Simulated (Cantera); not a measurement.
Input: 1 mol FeS2, 0.57 mol SO3, 11 mol N2, 1.5 mol SO2, equilibrated at 0.0350 bar.

Equilibrium computed with Cantera from the NASA thermochemical tables; the gas is ideal and each condensed phase is pure. Candidate condensed phases: Fe, FeO, FeS, FeSO4, FeS2, Fe2O3, Fe2(SO4)3, Fe3O4, S; 19 gas species. Metal and sulfide melt together well below either melting point, which pure phases cannot show. Mutual solubility and eutectic melting of coexisting phases are not modelled. The tables' stoichiometric FeO is somewhat more stable than real wüstite, so its field is too wide. FeO, FeS: taken at fixed stoichiometry. Gases not in the tables: S3 to S7. Rates play no part.

Q: Which condensed phases are stable at each of these points (T (°C)): 575, 675, 775, 875, 975, 1075, 1175, 1275, 1375, 1475, 1575?

A: 
```json
[
 {"T (°C)": "575", "condensed phases": "FeS(s)", "Fe condensed (%)": "100.0"},
 {"T (°C)": "675", "condensed phases": "FeS(s)", "Fe condensed (%)": "100.0"},
 {"T (°C)": "775", "condensed phases": "FeS(s)", "Fe condensed (%)": "100.0"},
 {"T (°C)": "875", "condensed phases": "FeS(s)", "Fe condensed (%)": "100.0"},
 {"T (°C)": "975", "condensed phases": "FeO(s) + FeS(s)", "Fe condensed (%)": "100.0"},
 {"T (°C)": "1075", "condensed phases": "FeO(s) + FeS(s)", "Fe condensed (%)": "100.0"},
 {"T (°C)": "1175", "condensed phases": "FeO(s)", "Fe condensed (%)": "100.0"},
 {"T (°C)": "1275", "condensed phases": "FeO(s)", "Fe condensed (%)": "100.0"},
 {"T (°C)": "1375", "condensed phases": "FeO(s)", "Fe condensed (%)": "100.0"},
 {"T (°C)": "1475", "condensed phases": "FeO(l)", "Fe condensed (%)": "99.9"},
 {"T (°C)": "1575", "condensed phases": "FeO(l)", "Fe condensed (%)": "99.5"}
]
```

From 575 °C to 875 °C the condensed part is FeS(s). From 975 °C to 1075 °C the condensed part is FeO(s) + FeS(s). From 1175 °C to 1375 °C the condensed part is FeO(s). From 1475 °C to 1575 °C the condensed part is FeO(l).
